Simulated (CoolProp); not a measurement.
Values from CoolProp's reference Helmholtz-energy equation of state, Zhou 2011.

Question: For dimethyl carbonate, give the phase and the Z, Joule-Thomson coefficient (K/MPa), isothermal compressibility (1/MPa), expansivity (1/kK) at 376.8 K and 4290 kPa.

Answer: 
- 376.8 K and 4290 kPa: liquid; Z 0.128, Joule-Thomson coefficient -0.233, isothermal compressibility 0.00167, expansivity 1.47
